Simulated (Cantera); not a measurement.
Input: 1 mol SiO2, 0.92 mol BCl3, 4.9 mol O2, held at 1148 K and 0.00133 bar.

Equilibrium computed with Cantera from the NASA thermochemical tables; the gas is ideal and each condensed phase is pure. Candidate condensed phases: B, B2O3, Si, SiO2; 27 gas species. Mutual solubility and eutectic melting of coexisting phases are not modelled. The tables hold silica as quartz up to 1696 K and as liquid above; real silica turns to tridymite and cristobalite and melts near 1996 K. Condensed phases not in the tables: borates and borosilicate glass, alloys, solid solutions and most ternary compounds. Equilibrium is a limit: real reactors are often held back by kinetics, nucleation or transport.

Base state: O2 0.740, Cl2 0.225, Cl 0.0348, ClO 4.78e-5 (mole fractions); condensed: B2O3(l) + SiO2(β-quartz).

Question: What changes in the equilibrium state with this change: BCl3 from 0.92 to 8.2 mol?

Answer: 
| species | before | after |
|---|---|---|
| Cl2 | 0.225 | 0.796 |
| BCl3 | 1.25e-7 | 0.102 |
| Cl | 0.0348 | 0.0655 |
| O2 | 0.740 | 1.21e-7 |
| B3O3Cl3 | 3.27e-8 | 0.0267 |
| SiCl4 | <1e-9 | 0.00909 |
| ClO | 4.78e-5 | 3.64e-8 |
| BOCl | 5.07e-6 | 0.000474 |
| B2O3(l), mol | 0.460 | 3.02 |
| SiO2(β-quartz), mol | 1.00 | 0.893 |
The tables' values for BOCl are old estimates; treat these amounts as uncertain.
